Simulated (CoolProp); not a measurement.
Vapour-liquid equilibrium of cis-2-butene (1) + acetone (2) at 9.14 bar; x and y are mole fractions of (1).

The numbers come from the multi-fluid Helmholtz-energy mixture model, Lemmon 2005 and Lemmon 2006; pair parameters Bell 2016 in CoolProp.

```
x     bubble temperature, mixture model (K)  bubble temperature, Raoult's law (K)  y, mixture model  y, Raoult's law
----  -------------------------------------  ------------------------------------  ----------------  ---------------
0.05                                  403.3                                 407.1             0.181            0.145
0.2                                   383.0                                 394.0               [?]            0.461
0.35                                  371.0                                 383.2             0.686            0.660
0.5                                   364.0                                 374.1               [?]            0.791
0.65                                  359.5                                 366.5             0.831            0.880
0.8                                     [?]                                 359.9             0.889            0.943
0.95                                  353.1                                 354.1             0.965            0.988
```

Question: Some entries are withheld; supply them.

Answer: 
- 0.2, y, mixture model: 0.526
- 0.5, y, mixture model: 0.771
- 0.8, bubble temperature, mixture model (K): 356.0

The largest gap from Raoult's law is -12.2 K in bubble temperature, at x = 0.35. No azeotrope shows between x = 0.05 and 0.95.

The pair parameters rest on a limited set of measurements; away from them the model extrapolates.
